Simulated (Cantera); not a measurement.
A closed system holds: 1 mol BCl₃, 16 mol H₂O, 20 mol N₂, equilibrated at 1875 K and 100000 Pa.

Equilibrium computed with Cantera from the NASA thermochemical tables; the gas is ideal and each condensed phase is pure. Candidate condensed phases: B, BN, B₂O₃, B₃O₃H₃, H₂O, NH₄Cl; 49 gas species. The tables' values for BOCl are old estimates; treat these amounts as uncertain. Equilibrium is a limit: real reactors are often held back by kinetics, nucleation or transport.

Base state: N₂ 0.526, H₂O 0.367, HCl 0.0779, HBO₂ 0.0259, H₂ 0.00181, Cl 0.000910, O₂ 0.000457, OH 0.000441 (mole fractions); condensed: gas only.

Problem. What changes in the equilibrium state with this change: temperature from 1875 K to 800 K?

Solution. 
```json
[
 {"species": "N₂", "before": "0.526", "after": "0.536"},
 {"species": "H₂O", "before": "0.367", "after": "0.375"},
 {"species": "HCl", "before": "0.0779", "after": "0.0804"},
 {"species": "HBO₂", "before": "0.0259", "after": "5.99e-8"},
 {"species": "(HBO₂)₃", "before": "1.01e-6", "after": "0.00893"},
 {"species": "Cl", "before": "0.000910", "after": "1.49e-9"},
 {"species": "O₂", "before": "0.000457", "after": "<1e-9"},
 {"species": "OH", "before": "0.000441", "after": "<1e-9"},
 {"species": "NO", "before": "0.000202", "after": "<1e-9"},
 {"species": "B₂O₃", "before": "0.000155", "after": "<1e-9"}
]
```
